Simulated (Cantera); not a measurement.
Charge: 1 mol CH3OH, 0.22 mol H2O, 0.45 mol H2, equilibrated at 550 K and 75.0 Torr.

Equilibrium computed with Cantera from the NASA thermochemical tables; the gas is ideal and each condensed phase is pure. Candidate condensed phases: C, C6H6, C7H8, C8H18, H2O; 110 gas species. The numbers say what is thermodynamically allowed, not how fast it happens.

Base state: H2O 0.473, CH4 0.371, H2 0.0936, CO2 0.0624, CO 0.000214 (mole fractions); condensed: C(graphite).

Q: What changes in the equilibrium state with this change: temperature from 550 K to 2498 K?

A: 
```tsv
species	before	after
H2	0.0936	0.620
CO	0.000214	0.260
H	<1e-9	0.0620
H2O	0.473	0.0533
CH4	0.371	<1e-9
CO2	0.0624	0.00361
OH	<1e-9	0.00110
O	<1e-9	7.26e-5
C(graphite), mol	0.115	0
```
